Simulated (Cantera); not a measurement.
Mixture: C3H8 : O2 : N2 : H2O = 1 : 6.94 : 43.8 : 1.4 (molar parts), equivalence ratio 0.72, at 760 Torr, adiabatic and at constant volume. Ignition delay is the time to a rise of 400 K.

Cantera simulation using GRI-Mech 3.0 (53 species, 325 reactions); the numbers are that mechanism's predictions, not measurements. GRI-Mech 3.0 was tuned for natural gas; its chemistry of propane as a main component is partial and can be far from experiment.

Problem. What does this change do: 0.081 parts H2 added?

Solution. 
```csv
quantity,before,after
delay at 1175 K,13.5 ms,12.6 ms
delay at 1275 K,1.89 ms,1.81 ms
delay at 1375 K,0.392 ms,0.382 ms
delay at 1475 K,0.118 ms,0.116 ms
apparent activation energy between 1425 and 1525 K,190 kJ/mol,190 kJ/mol
```
